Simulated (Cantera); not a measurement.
## Diamond growth

A diamond (100) surface in a fixed gas of H2 with x(CH4) = 0.0053, x(H) = 0.00039, at 1000 K, 173 Torr; coverages are run to steady state.

Computed with Cantera and the Harris–Goodwin 1993 mechanism for the reconstructed diamond (100) surface.

```tsv
x(CH3)	growth (µm/h)	θ c6HH	θ c6H*	θ c6*H	θ c6**	θ c6HM
1e-06	0.102	0.605	0.0179	0.367	0.00802	0.00117
2.8e-06	0.285	0.604	0.0179	0.366	0.00799	0.00328
7.6e-06	0.768	0.599	0.0177	0.363	0.00790	0.00882
2.1e-05	2.07	0.587	0.0174	0.355	0.00768	0.0238
5.7e-05	5.29	0.557	0.0164	0.336	0.00713	0.0608
0.00016	12.7	0.487	0.0143	0.292	0.00589	0.146
0.00044	25.2	0.370	0.0107	0.218	0.00386	0.290
0.0012	39.3	0.236	0.00654	0.134	0.00178	0.455
0.0033	50.2	0.131	0.00333	0.0680	0.000539	0.583
```
θ: site fractions in the mechanism's names (c6HH fully hydrogenated, c6H* and c6*H radical sites, c6** diradical, c6HM methylated).
